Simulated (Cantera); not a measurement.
## Thermodynamics of fluorocarbon and chlorocarbon gases, feed CH3Cl + Si + H2 + CH4

A closed system holds: 1 mol CH3Cl, 0.16 mol Si, 4.8 mol H2, 0.86 mol CH4, at 750 Torr.

Method: chemical equilibrium by Gibbs-energy minimisation in Cantera with the NASA 1993 tables (ideal gas, pure condensed phases). Candidate condensed phases: C, C6H6, C7H8, C8H18, Si, SiC; 109 gas species. The tables' values for SiCl, SiCl3 are old estimates; treat these amounts as uncertain. Gases not in the tables: Si2H6 and higher silanes. Rates play no part.

```json
[
 {"T (°C)": "1825", "x H2": "0.881", "x HCl": "0.112", "x H": "0.00289", "x C2H2 (acetylene)": "0.00126", "x SiCl2": "0.00237", "x Cl": "0.000270", "x Si": "1.01e-5", "n C(graphite)": "1.70", "n SiC(s)": "0.139"},
 {"T (°C)": "1850", "x H2": "0.880", "x HCl": "0.112", "x H": "0.00337", "x C2H2 (acetylene)": "0.00146", "x SiCl2": "0.00249", "x Cl": "0.000313", "x Si": "1.43e-5", "n C(graphite)": "1.70", "n SiC(s)": "0.138"},
 {"T (°C)": "1875", "x H2": "0.880", "x HCl": "0.111", "x H": "0.00391", "x C2H2 (acetylene)": "0.00168", "x SiCl2": "0.00262", "x Cl": "0.000362", "x Si": "2.01e-5", "n C(graphite)": "1.69", "n SiC(s)": "0.136"},
 {"T (°C)": "1900", "x H2": "0.879", "x HCl": "0.111", "x H": "0.00452", "x C2H2 (acetylene)": "0.00194", "x SiCl2": "0.00274", "x Cl": "0.000417", "x Si": "2.79e-5", "n C(graphite)": "1.69", "n SiC(s)": "0.135"},
 {"T (°C)": "1925", "x H2": "0.878", "x HCl": "0.111", "x H": "0.00522", "x C2H2 (acetylene)": "0.00223", "x SiCl2": "0.00287", "x Cl": "0.000478", "x Si": "3.86e-5", "n C(graphite)": "1.69", "n SiC(s)": "0.134"},
 {"T (°C)": "1950", "x H2": "0.877", "x HCl": "0.110", "x H": "0.00600", "x C2H2 (acetylene)": "0.00255", "x SiCl2": "0.00301", "x Cl": "0.000547", "x Si": "5.29e-5", "n C(graphite)": "1.68", "n SiC(s)": "0.132"},
 {"T (°C)": "1975", "x H2": "0.876", "x HCl": "0.110", "x H": "0.00688", "x C2H2 (acetylene)": "0.00290", "x SiCl2": "0.00314", "x Cl": "0.000624", "x Si": "7.20e-5", "n C(graphite)": "1.68", "n SiC(s)": "0.131"},
 {"T (°C)": "2000", "x H2": "0.875", "x HCl": "0.109", "x H": "0.00786", "x C2H2 (acetylene)": "0.00330", "x SiCl2": "0.00327", "x Cl": "0.000709", "x Si": "9.73e-5", "n C(graphite)": "1.67", "n SiC(s)": "0.129"},
 {"T (°C)": "2025", "x H2": "0.874", "x HCl": "0.109", "x H": "0.00895", "x C2H2 (acetylene)": "0.00374", "x SiCl2": "0.00341", "x Cl": "0.000804", "x Si": "0.000131", "n C(graphite)": "1.67", "n SiC(s)": "0.127"},
 {"T (°C)": "2050", "x H2": "0.872", "x HCl": "0.108", "x H": "0.0102", "x C2H2 (acetylene)": "0.00422", "x SiCl2": "0.00354", "x Cl": "0.000909", "x Si": "0.000174", "n C(graphite)": "1.66", "n SiC(s)": "0.125"},
 {"T (°C)": "2075", "x H2": "0.870", "x HCl": "0.108", "x H": "0.0115", "x C2H2 (acetylene)": "0.00476", "x SiCl2": "0.00368", "x Cl": "0.00102", "x Si": "0.000231", "n C(graphite)": "1.65", "n SiC(s)": "0.123"},
 {"T (°C)": "2100", "x H2": "0.868", "x HCl": "0.107", "x H": "0.0130", "x C2H2 (acetylene)": "0.00534", "x SiCl2": "0.00381", "x Cl": "0.00115", "x Si": "0.000305", "n C(graphite)": "1.64", "n SiC(s)": "0.120"},
 {"T (°C)": "2125", "x H2": "0.866", "x HCl": "0.107", "x H": "0.0147", "x C2H2 (acetylene)": "0.00598", "x SiCl2": "0.00394", "x Cl": "0.00129", "x Si": "0.000400", "n C(graphite)": "1.64", "n SiC(s)": "0.117"},
 {"T (°C)": "2150", "x H2": "0.864", "x HCl": "0.106", "x H": "0.0165", "x C2H2 (acetylene)": "0.00668", "x SiCl2": "0.00408", "x Cl": "0.00144", "x Si": "0.000521", "n C(graphite)": "1.63", "n SiC(s)": "0.113"}
]
```
x: gas mole fraction; n: condensed amount in mol.

From 1825 °C to 2150 °C the condensed part is C(graphite) + SiC(s). The main Si-bearing gas is SiCl2 throughout. The share of Si in condensed phases is highest at 1825 °C (86.8 %) and lowest at 2150 °C (70.6 %).
